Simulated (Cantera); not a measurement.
Equilibrium for silicon nitride deposition: SiCl₄ + NH₃ + N₂

Feed: 1 mol SiCl₄, 1.6 mol NH₃, 2.9 mol N₂, held at 133 Pa.

Cantera equilibrium calculation (NASA polynomials, part measured and part estimated; ideal gas, pure solids and liquids). Candidate condensed phases: NH₄Cl, Si, Si₃N₄; 28 gas species. The tables' values for SiCl₃ are old estimates; treat these amounts as uncertain. The numbers say what is thermodynamically allowed, not how fast it happens.

From 825 K to 1425 K the condensed part is Si₃N₄(s). The main Si-bearing gas is SiCl₄ at 825 K and SiCl₂ at 1425 K. The share of Si in condensed phases is highest at 1125 K (69.0 %) and lowest at 1425 K (16.7 %).

```csv
T (K),x N₂,x HCl,x H₂,x SiCl₂,x SiCl₄,x SiCl₃,n Si₃N₄(s)
825,0.453,0.326,0.166,1.11e-8,0.0554,2.65e-6,0.198
925,0.448,0.349,0.154,9.18e-7,0.0494,3.38e-5,0.213
1025,0.444,0.366,0.144,3.14e-5,0.0446,0.000259,0.223
1125,0.441,0.379,0.138,0.000561,0.0401,0.00135,0.230
1225,0.440,0.382,0.134,0.00587,0.0330,0.00495,0.224
1325,0.443,0.355,0.139,0.0341,0.0180,0.0106,0.174
1425,0.453,0.277,0.164,0.0917,0.00386,0.00949,0.0556
```
x: gas mole fraction; n: condensed amount in mol.
